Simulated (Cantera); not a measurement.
Input (Python, Cantera):

```python
import numpy as np
import cantera as ct

gas = ct.Solution("gri30.yaml")
gas.TPX = 1648, 29000, {'NO': 1, 'N2': 0.16}
reactor = ct.IdealGasConstPressureReactor(gas, energy="off", clone=False)
net = ct.ReactorNet([reactor])
net.rtol, net.atol = 1e-08, 1e-18
show = ['NO', 'N2O', 'NO2', 'O2', 'O', 'N2']
times = np.geomspace(0.0002, 8, 10)

steps = ct.SolutionArray(gas, extra=["t"])
rows = []
print(f"{'t/s':>10s}{'T/K':>9s}{'P/Pa':>11s}" + "".join(f"{s:>11s}" for s in show))
for t in times:
    while net.time < t:
        t_next = net.step()
        steps.append(gas.state, t=t_next)
    rows.append([np.interp(t, steps.t, y) for y in (steps.T, steps.P, *steps(*show).X.T)])
    print(f"{t:10.3e}{rows[-1][0]:9.1f}{rows[-1][1]:11.4g}" + "".join(f"{x:11.3e}" for x in rows[-1][2:]))
rate = np.gradient(steps.T, steps.t)
print("integrator steps:", len(steps.t))
if steps.T.max() > steps.T[0] + 200:
    print(f"time of steepest temperature rise: {steps.t[rate.argmax()]:.4e} s")
gas.TPX = 1648, 29000, {'NO': 1, 'N2': 0.16}
gas.equilibrate("TP")
print(f"equilibrium (TP): T = {gas.T:.1f} K  " + "  ".join(f"{s} {gas[s].X[0]:.3e}" for s in show))
```

Result:

```
       t/s      T/K       P/Pa         NO        N2O        NO2         O2          O         N2
 2.000e-04   1648.0    2.9e+04  8.621e-01  2.244e-06  1.389e-06  6.441e-09  8.721e-07  1.379e-01
 6.492e-04   1648.0    2.9e+04  8.621e-01  7.216e-06  6.343e-06  4.308e-08  1.033e-06  1.379e-01
 2.107e-03   1648.0    2.9e+04  8.620e-01  2.273e-05  2.296e-05  3.522e-07  1.289e-06  1.379e-01
 6.840e-03   1648.0    2.9e+04  8.619e-01  6.712e-05  7.692e-05  4.459e-06  2.057e-06  1.380e-01
 2.220e-02   1648.0    2.9e+04  8.615e-01  1.634e-04  2.015e-04  6.809e-05  3.614e-06  1.380e-01
 7.207e-02   1648.0    2.9e+04  8.604e-01  2.561e-04  2.787e-04  5.507e-04  4.599e-06  1.385e-01
 2.339e-01   1648.0    2.9e+04  8.567e-01  2.665e-04  3.160e-04  2.362e-03  5.116e-06  1.404e-01
 7.593e-01   1648.0    2.9e+04  8.449e-01  2.580e-04  4.027e-04  8.189e-03  6.321e-06  1.462e-01
 2.465e+00   1648.0    2.9e+04  8.086e-01  2.339e-04  5.818e-04  2.621e-02  9.028e-06  1.644e-01
 8.000e+00   1648.0    2.9e+04  7.082e-01  1.761e-04  8.226e-04  7.623e-02  1.392e-05  2.146e-01
integrator steps: 854
equilibrium (TP): T = 1648.0 K  NO 2.883e-03  N2O 7.780e-08  NO2 7.875e-06  O2 4.296e-01  O 3.101e-05  N2 5.675e-01
```

Cantera simulation using GRI-Mech 3.0 (53 species, 325 reactions); the numbers are that mechanism's predictions, not measurements.
